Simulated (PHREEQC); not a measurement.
Consider water at 25 °C with 0.0016 mol NH4HF2, 0.0057 mol (NH4)2SiF6 and 0.032 mol H3PO4 per kg of water. Closed to the air; pH follows from the charge balance.

Equilibrium calculation in PHREEQC: ion-association model, phreeqc.dat.

| quantity | before | after |
|---|---|---|
| ionic strength (mol/kgw) | 0.0305 | 0.0164 |
| H3PO4 (mol/kgw) | 0.0182 | 0.00743 |
| H2PO4- (mol/kgw) | 0.0138 | 0.00857 |
| HF (mol/kgw) | 0.00449 | 0.00334 |
| F- (mol/kgw) | 0.000341 | 0.000382 |

### Question
Name the change that produced these shifts.
A) NH4HF2 from 0.0016 to 0.0024 mol/kgw
B) temperature from 25 to 55 °C
C) diluted 2-fold with water
D) H3PO4 from 0.032 to 0.16 mol/kgw
E) H3PO4 from 0.032 to 0.0352 mol/kgw

### Answer
C, diluted 2-fold with water

This is a speciation only: nothing precipitates in the calculation. Some of these states are supersaturated (in Quartz (slow to form), Chalcedony (slow to form), for instance). SiF6-2 is the database's only silicon fluoride.
